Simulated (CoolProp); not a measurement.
Octamethylcyclotetrasiloxane (D4) at 402.3 K and 0.0081 MPa is compressed adiabatically to 0.0613 MPa with isentropic efficiency 0.9. Each further row changes one setting.

Computed with CoolProp (reference Helmholtz-energy equation of state, Thol 2015).

| case | work (kJ/kg) | final phase | final density (kg/m³) |
|---|---|---|---|
| as stated | 24.9 | two-phase, vapour fraction 0.873 | 6.14 |
| efficiency 1 | 22.4 | two-phase, vapour fraction 0.855 | 6.27 |
| efficiency 0.65 | 34.4 | two-phase, vapour fraction 0.943 | 5.69 |
